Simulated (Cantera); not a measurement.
# Dilute partial oxidation

An isothermal, constant-pressure homogeneous reactor starts with CH2O : O2 : N2 = 0.0029 : 0.0033 : 1 (molar parts), at 1400 K and 1.01 bar.

Computed with Cantera and GRI-Mech 3.0 (53 species, 325 reactions).

| t (s) | x CH2O | x O2 | x CO | x C2H6 | x CH4 |
|---|---|---|---|---|---|
| 5.00e-6 | 0.00288 | 0.00328 | 5.18e-8 | <1e-12 | <1e-12 |
| 1.68e-5 | 0.00288 | 0.00328 | 3.57e-7 | <1e-12 | <1e-12 |
| 5.62e-5 | 0.00288 | 0.00328 | 2.93e-6 | <1e-12 | <1e-12 |
| 0.000188 | 0.00285 | 0.00327 | 3.66e-5 | <1e-12 | 3.68e-12 |
| 0.000631 | 0.00123 | 0.00310 | 0.00164 | <1e-12 | 3.32e-9 |
| 0.00212 | 1.32e-11 | 0.00144 | 0.00184 | <1e-12 | <1e-12 |
| 0.00709 | 2.16e-12 | 0.000838 | 0.000699 | <1e-12 | <1e-12 |
| 0.0238 | <1e-12 | 0.000541 | 0.000234 | <1e-12 | <1e-12 |
| 0.0797 | <1e-12 | 0.000430 | 5.99e-5 | <1e-12 | <1e-12 |
| 0.267 | <1e-12 | 0.000401 | 1.13e-5 | <1e-12 | <1e-12 |
| 0.895 | <1e-12 | 0.000397 | 1.99e-6 | <1e-12 | <1e-12 |
| 3.00 | <1e-12 | 0.000396 | 4.39e-7 | <1e-12 | <1e-12 |
x: mole fraction; the columns are a selection and need not sum to one.

Equilibrium at this temperature and pressure: CH2O <1e-12, O2 0.000380, CO 1.45e-7, C2H6 <1e-12, CH4 <1e-12 (gas phase only).
